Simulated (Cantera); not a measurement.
# Iron carbonyl, mercury and lead vapours: PbO + H2 + O2

Feed: 1 mol PbO, 0.28 mol H2, 0.027 mol O2.

Method: chemical equilibrium by Gibbs-energy minimisation in Cantera with the NASA 1993 tables (ideal gas, pure condensed phases). Candidate condensed phases: H2O, Pb, PbO, PbO2, Pb3O4; 12 gas species. Each liquid is taken as pure. Mutual solubility and eutectic melting of coexisting phases are not modelled. Equilibrium is a limit: real reactors are often held back by kinetics, nucleation or transport.

**Question.** Map the stable condensed phases over T = 250, 350, 450, 550, 650, 750, 850, 950, 1050, 1150, 1250, 1350 °C and P in Pa = 10, 32, 100, 320, 1000, 3200, 10000, 32000, 100000, 320000, 1000000.

**Answer.** 
```
T in °C \ P in Pa
              10      32     100     320    1000    3200   10000   32000  100000  320000 1000000
   1350        A       A       A       A       A       A       B       C       C       C       C
   1250        A       A       A       A       A       B       C       C       C       C       C
   1150        A       A       A       A       B       C       C       C       C       C       C
   1050        A       A       A       B       C       C       C       C       C       C       C
    950        A       B       B       C       C       C       C       C       C       C       C
    850        B       B       C       C       C       C       C       C       C       C       C
    750        C       C       C       C       C       C       C       C       C       C       C
    650        C       C       C       C       C       C       C       C       C       C       C
    550        C       C       C       C       C       C       C       C       C       C       C
    450        C       C       C       C       C       C       C       C       C       C       C
    350        C       C       C       C       C       C       C       C       C       C       C
    250        C       C       C       C       C       C       C       C       C       C       C
```
A: gas only; B: PbO; C: Pb + PbO.
